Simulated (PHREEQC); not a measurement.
Make-up at 25 °C: 87 mmol/kgw Zn(NO3)2 and 0.03 mmol/kgw H4SiO4. Closed to the air; pH follows from the charge balance.

The numbers come from PHREEQC with the ion-association model, phreeqc.dat.

```
Quantity                      Value
--------------------  -------------
pH                             5.28
ionic strength        0.261 mol/kgw
specific conductance    15100 µS/cm
density                 1.010 g/cm³
```

| species | molality | activity | log γ |
|---|---|---|---|
| NO3- | 0.174 | 0.117 | -0.173 |
| Zn+2 | 0.0870 | 0.0236 | -0.567 |
| H4SiO4 | 3.00e-5 | 3.19e-5 | 0.026 |
| H+ | 6.67e-6 | 5.25e-6 | -0.104 |
| ZnOH+ | 6.65e-6 | 4.90e-6 | -0.133 |
| Zn(OH)2 | 1.00e-8 | 1.07e-8 | 0.026 |
| OH- | 2.80e-9 | 1.92e-9 | -0.164 |
| H3SiO4- | 1.28e-9 | 8.94e-10 | -0.156 |

Precipitation was switched off in this run. Species that the database lacks are ignored.
